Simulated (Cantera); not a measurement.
# Low-pressure radical oxidation in H2/O2

A perfectly stirred reactor is fed with H₂ : O₂ : N₂ = 0.049 : 1 : 0.26 (molar parts), at 0.0133 bar; it is held at 1200 K, and followed from long to short residence time.

Computed with Cantera and the H2/O2 subset of GRI-Mech 3.0, which has no nitrogen chemistry. Radical loss at walls, strong at low pressure, is not modelled. The temperature is held fixed by assumption; the heat of reaction is taken as removed at once.

```csv
τ (s),x H₂,x O₂,x O,x H,x H₂O,x HO₂
0.61,0.000202,0.755,0.00405,0.000382,0.0371,1.41e-6
0.37,0.000270,0.754,0.00541,0.000595,0.0368,1.60e-6
0.23,0.000354,0.752,0.00702,0.000890,0.0364,1.78e-6
0.14,0.000468,0.750,0.00903,0.00132,0.0359,1.97e-6
0.088,0.000606,0.748,0.0111,0.00184,0.0354,2.13e-6
0.054,0.000794,0.746,0.0135,0.00252,0.0346,2.28e-6
0.033,0.00105,0.744,0.0157,0.00330,0.0338,2.42e-6
0.020,0.00140,0.742,0.0176,0.00413,0.0328,2.54e-6
0.013,0.00184,0.740,0.0187,0.00482,0.0319,2.63e-6
0.0078,0.00258,0.740,0.0192,0.00557,0.0305,2.73e-6
```
x: mole fraction; the columns are a selection and need not sum to one.
